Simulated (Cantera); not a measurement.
A closed system holds: 1 mol B2H6, 1.8 mol N2.

Method: chemical equilibrium by Gibbs-energy minimisation in Cantera with the NASA 1993 tables (ideal gas, pure condensed phases). Candidate condensed phases: B, BN; 15 gas species. The feed counts by its element totals alone. N2 is the only nitrogen source here; it is nearly inert below about 1500 K, so the nitride shown seldom forms there in practice. Mutual solubility and eutectic melting of coexisting phases are not modelled. Kinetics and transport are ignored.

What condenses at these points (T in K, P in Pa): (2123, 10); (1223, 220); (1123, 220); (1423, 4600); (1323, 1700); (2123, 220)?


```csv
T (K),P in Pa,condensed phases,B condensed (%)
2123,10,B,97.3
1223,220,BN,100.0
1123,220,BN,100.0
1423,4600,BN,100.0
1323,1700,BN,100.0
2123,220,B + BN,99.8
```
